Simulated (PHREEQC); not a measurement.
Solution (64 °C): 0.0041 mol/kgw Pb(NO3)2, 0.0061 mol/kgw Na2SO4 and 6.6e-05 mol/kgw HBr. Closed to the air; pH follows from the charge balance.

Computed with PHREEQC (ion-association model, wateq4f.dat).

Precipitation was switched off in this run.

Problem. Estimate the pH, ionic strength.

Solution. pH 4.44; ionic strength 0.0235 mol/kgw.

Problem. In which forms is N present?

Solution. NO3- 98 %, PbNO3+ 1.8 % of the N.

The solution is supersaturated, for example in Anglesite, Larnakite, so a real one may precipitate; this is no full list. Constants without temperature data keep their 25 °C values here.
